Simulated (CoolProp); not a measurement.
Saturated liquid density (kg/m³) of R124: the reference equation beside estimates from Tc = 395.4 K, pc = 36.24 bar, ω = 0.288. Rackett uses Z = 0.29056 − 0.08775 ω.

The numbers come from the reference Helmholtz-energy equation of state, de Vries 1995 in CoolProp.

```json
[
 {"T (K)": "278.5", "reference": "1420", "Rackett": "1447", "Redlich-Kwong": "1239", "Soave-Redlich-Kwong": "1298"},
 {"T (K)": "283.3", "reference": "1405", "Rackett": "1431", "Redlich-Kwong": "1223", "Soave-Redlich-Kwong": "1282"},
 {"T (K)": "288", "reference": "1390", "Rackett": "1415", "Redlich-Kwong": "1206", "Soave-Redlich-Kwong": "1266"},
 {"T (K)": "292.8", "reference": "1374", "Rackett": "1399", "Redlich-Kwong": "1189", "Soave-Redlich-Kwong": "1249"},
 {"T (K)": "297.6", "reference": "1357", "Rackett": "1382", "Redlich-Kwong": "1171", "Soave-Redlich-Kwong": "1232"},
 {"T (K)": "302.4", "reference": "1341", "Rackett": "1364", "Redlich-Kwong": "1153", "Soave-Redlich-Kwong": "1214"},
 {"T (K)": "307.2", "reference": "1323", "Rackett": "1346", "Redlich-Kwong": "1134", "Soave-Redlich-Kwong": "1195"},
 {"T (K)": "312", "reference": "1306", "Rackett": "1328", "Redlich-Kwong": "1114", "Soave-Redlich-Kwong": "1175"},
 {"T (K)": "316.7", "reference": "1288", "Rackett": "1309", "Redlich-Kwong": "1094", "Soave-Redlich-Kwong": "1156"},
 {"T (K)": "321.5", "reference": "1270", "Rackett": "1290", "Redlich-Kwong": "1073", "Soave-Redlich-Kwong": "1135"},
 {"T (K)": "326.3", "reference": "1250", "Rackett": "1270", "Redlich-Kwong": "1052", "Soave-Redlich-Kwong": "1113"},
 {"T (K)": "331.1", "reference": "1231", "Rackett": "1249", "Redlich-Kwong": "1029", "Soave-Redlich-Kwong": "1090"},
 {"T (K)": "335.9", "reference": "1210", "Rackett": "1228", "Redlich-Kwong": "1006", "Soave-Redlich-Kwong": "1065"},
 {"T (K)": "340.6", "reference": "1189", "Rackett": "1206", "Redlich-Kwong": "982.2", "Soave-Redlich-Kwong": "1041"}
]
```

Absolute difference from the reference over all 14 rows, mean and median: Rackett 1.7 and 1.7 %, Redlich-Kwong 14.7 and 14.5 %, Soave-Redlich-Kwong 10.1 and 9.9 %.
